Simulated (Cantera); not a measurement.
An adiabatic, constant-pressure homogeneous reactor starts with CH4 : C2H6 : O2 : N2 : H2O = 1 : 0.27 : 6.4 : 24.1 : 0.85 (molar parts), at 1748 K and 2.86 atm.

Cantera simulation using GRI-Mech 3.0 (53 species, 325 reactions); the numbers are that mechanism's predictions, not measurements.

x: mole fraction; the columns are a selection and need not sum to one.

```csv
t (s),T (K),x CH4,x C2H6,x O2,x NO,x O,x H2O2
2.00e-6,1743,0.0305,0.00762,0.196,9.25e-12,9.47e-6,?
7.06e-6,1764,0.0260,0.00376,0.189,1.98e-9,9.45e-5,?
2.49e-5,2342,<1e-12,<1e-12,0.103,3.64e-5,0.0127,?
8.79e-5,2543,<1e-12,<1e-12,0.103,0.000281,0.00428,?
0.000310,2559,<1e-12,<1e-12,0.102,0.000982,0.00363,4.49e-7
0.00110,2555,<1e-12,<1e-12,0.101,0.00324,0.00356,4.44e-7
0.00387,2546,<1e-12,<1e-12,0.0986,0.00901,0.00336,4.31e-7
0.0136,2536,<1e-12,<1e-12,0.0957,0.0151,0.00316,4.17e-7
0.0482,2535,<1e-12,<1e-12,0.0953,0.0158,0.00313,4.15e-7
0.170,2535,<1e-12,<1e-12,0.0953,0.0158,0.00313,4.15e-7
0.600,2535,<1e-12,<1e-12,0.0953,0.0158,0.00313,4.15e-7
```

Complete the blanks.


- 2.00e-6, x H2O2: 4.76e-7
- 7.06e-6, x H2O2: 9.28e-6
- 2.49e-5, x H2O2: 3.70e-7
- 8.79e-5, x H2O2: 4.04e-7
